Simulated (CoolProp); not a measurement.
Properties of 1,2-dichloroethane along the isobar 0.101 MPa (Tc = 561.6 K, pc = 5.226 MPa, ω = 0.269).

Model: reference Helmholtz-energy equation of state, Thol 2015, in CoolProp.

```csv
T (K),phase,density (kg/m³),cv (kJ/(kg K)),isothermal compressibility (1/MPa),expansivity (1/kK)
408.4,gas,3.001,___,10.10,2.603
416.8,gas,2.937,___,10.08,2.540
425.1,gas,2.876,0.8735,10.07,2.482
433.4,gas,2.818,___,10.06,2.427
441.7,gas,2.762,0.8918,10.05,2.374
450.1,gas,2.708,___,10.04,2.323
458.4,gas,2.657,0.9103,10.03,2.276
466.7,gas,2.608,0.9195,10.03,2.230
475,gas,2.561,0.9287,10.02,2.186
483.4,gas,2.514,___,10.01,2.144
491.7,gas,2.471,___,10.01,2.104
500,gas,2.428,___,10.00,2.065
```

### Question
Complete the blanks.

### Answer

- 408.4, cv (kJ/(kg K)): 0.8553
- 416.8, cv (kJ/(kg K)): 0.8644
- 433.4, cv (kJ/(kg K)): 0.8826
- 450.1, cv (kJ/(kg K)): 0.9011
- 483.4, cv (kJ/(kg K)): 0.9379
- 491.7, cv (kJ/(kg K)): 0.9470
- 500, cv (kJ/(kg K)): 0.9561
